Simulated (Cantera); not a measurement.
A freely propagating, adiabatic, planar premixed flame of H₂ : O₂ : N₂ = 1 : 0.521 : 1.82 (molar parts), unburnt at 700 K and 293 Torr; mixture-averaged transport, grid criteria slope 0.08 and curve 0.16, no radiation.

Model: the H2/O2 subset of GRI-Mech 3.0, which has no nitrogen chemistry, integrated in Cantera. Burning velocities carry a grid error of a few per cent, more on coarse grids.

Problem. Predict: laminar burning velocity; thermal thickness; peak x(HO₂); peak x(OH); peak x(O).

Solution. 
* **laminar burning velocity**: 982 cm/s
* **thermal thickness**: 1.73 mm
* **peak x(HO₂)**: 0.000101
* **peak x(OH)**: 0.0231
* **peak x(O)**: 0.0187
